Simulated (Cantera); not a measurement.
Pb + CO + H2 (iron carbonyl, mercury and lead vapours)

Charge: 1 mol Pb, 4.5 mol CO, 1.2 mol H2, at 13.3 mbar.

Equilibrium computed with Cantera from the NASA thermochemical tables; the gas is ideal and each condensed phase is pure. Candidate condensed phases: C, C6H6, C7H8, C8H18, H2O, Pb, PbO, PbO2, Pb3O4; 113 gas species. Kinetics and transport are ignored.

```json
[
 {"T (°C)": "452", "x CO": "0.162", "x CO2": "0.504", "x H2": "0.234", "x H2O": "0.0968", "x CH4": "0.00373", "n C(graphite)": "2.12", "n Pb(l)": "1.000"},
 {"T (°C)": "477", "x CO": "0.244", "x CO2": "0.440", "x H2": "0.242", "x H2O": "0.0715", "x CH4": "0.00250", "n C(graphite)": "1.92", "n Pb(l)": "1.000"},
 {"T (°C)": "502", "x CO": "0.344", "x CO2": "0.360", "x H2": "0.244", "x H2O": "0.0505", "x CH4": "0.00162", "n C(graphite)": "1.65", "n Pb(l)": "1.000"},
 {"T (°C)": "527", "x CO": "0.454", "x CO2": "0.272", "x H2": "0.239", "x H2O": "0.0339", "x CH4": "0.00102", "n C(graphite)": "1.33", "n Pb(l)": "1.000"},
 {"T (°C)": "552", "x CO": "0.559", "x CO2": "0.187", "x H2": "0.232", "x H2O": "0.0218", "x CH4": "0.000647", "n C(graphite)": "0.982", "n Pb(l)": "1.000"},
 {"T (°C)": "577", "x CO": "0.643", "x CO2": "0.119", "x H2": "0.224", "x H2O": "0.0136", "x CH4": "0.000417", "n C(graphite)": "0.664", "n Pb(l)": "1.000"},
 {"T (°C)": "602", "x CO": "0.702", "x CO2": "0.0707", "x H2": "0.218", "x H2O": "0.00833", "x CH4": "0.000277", "n C(graphite)": "0.416", "n Pb(l)": "1.000"},
 {"T (°C)": "627", "x CO": "0.739", "x CO2": "0.0407", "x H2": "0.215", "x H2O": "0.00514", "x CH4": "0.000192", "n C(graphite)": "0.249", "n Pb(l)": "0.999"},
 {"T (°C)": "652", "x CO": "0.761", "x CO2": "0.0232", "x H2": "0.213", "x H2O": "0.00320", "x CH4": "0.000137", "n C(graphite)": "0.146", "n Pb(l)": "0.999"},
 {"T (°C)": "677", "x CO": "0.773", "x CO2": "0.0133", "x H2": "0.211", "x H2O": "0.00203", "x CH4": "9.99e-5", "n C(graphite)": "0.0857", "n Pb(l)": "0.998"},
 {"T (°C)": "702", "x CO": "0.779", "x CO2": "0.00778", "x H2": "0.211", "x H2O": "0.00132", "x CH4": "7.45e-5", "n C(graphite)": "0.0510", "n Pb(l)": "0.996"},
 {"T (°C)": "727", "x CO": "0.783", "x CO2": "0.00463", "x H2": "0.210", "x H2O": "0.000868", "x CH4": "5.64e-5", "n C(graphite)": "0.0309", "n Pb(l)": "0.993"}
]
```
x: gas mole fraction; n: condensed amount in mol.

From 452 °C to 727 °C the condensed part is C(graphite) + Pb(l). The main Pb-bearing gas is Pb throughout.
